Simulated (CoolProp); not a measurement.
Cyclopentane at several states: Z from the reference equation and from simpler models built on Tc = 511.7 K, pc = 4.583 MPa, ω = 0.202; each cubic takes its own stable root.

The numbers come from the reference Helmholtz-energy equation of state, Gedanitz 2015 in CoolProp.

| T (K) | p (MPa) | phase | reference | van der Waals | Soave-Redlich-Kwong |
|---|---|---|---|---|---|
| 358.6 | 1.14 | liquid | 0.03956 | 0.06210 | 0.04151 |
| 436 | 27.3 | liquid | 0.8218 | 1.151 | 0.8415 |
| 338.6 | 0.0264 | gas | 0.9924 | 0.9955 | 0.9933 |
